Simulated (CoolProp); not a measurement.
Saturation properties of R1234ze(Z).

The numbers come from the reference Helmholtz-energy equation of state, Akasaka 2019 in CoolProp.

| T (K) | p (MPa) | liquid density (kg/m³) | vapour density (kg/m³) | liquid cp (kJ/(kg K)) |
|---|---|---|---|---|
| 312.7 | 0.2859 | 1185 | 13.94 | 1.319 |
| 318.6 | 0.3421 | 1168 | 16.60 | 1.338 |
| 324.5 | 0.4064 | 1150 | 19.67 | 1.359 |
| 330.4 | 0.4796 | 1133 | 23.18 | 1.380 |
| 336.3 | 0.5624 | 1114 | 27.21 | 1.403 |
| 342.2 | 0.6556 | 1095 | 31.81 | 1.428 |
| 348.1 | 0.7601 | 1075 | 37.07 | 1.455 |
| 353.9 | 0.8746 | 1055 | 42.97 | 1.484 |
| 359.8 | 1.004 | 1033 | 49.82 | 1.517 |
| 365.7 | 1.147 | 1011 | 57.67 | 1.555 |
| 371.6 | 1.306 | 987.0 | 66.71 | 1.599 |
| 377.5 | 1.480 | 961.6 | 77.15 | 1.651 |
| 383.4 | 1.671 | 934.5 | 89.30 | 1.715 |
| 389.3 | 1.881 | 905.1 | 103.6 | 1.796 |
| 395.2 | 2.110 | 872.8 | 120.7 | 1.906 |

It boils at 282.9 K under 1 atm.
